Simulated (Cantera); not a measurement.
Charge: 1 mol CH3SiH3, 0.009 mol C2H2, 44 mol H2, held at 1423.15 K and 840 Pa.

Method: chemical equilibrium by Gibbs-energy minimisation in Cantera with the NASA 1993 tables (ideal gas, pure condensed phases). Candidate condensed phases: C, C6H6, C7H8, C8H18, Si, SiC; 87 gas species. The feed counts by its element totals alone. Kinetics and transport are ignored.

Base state: H2 1.000, H 7.26e-5, CH4 3.20e-5 (mole fractions); condensed: C(graphite) + SiC(s).

Problem. What changes in the equilibrium state with this change: 0.036 mol Cl2 added?

Solution. 
```csv
species,before,after
H2,1.000,0.998
HCl,0,0.00153
H,7.26e-5,7.26e-5
CH4,3.20e-5,3.19e-5
"C(graphite), mol",0.0162,0.0162
"SiC(s), mol",1.00,1.000
```
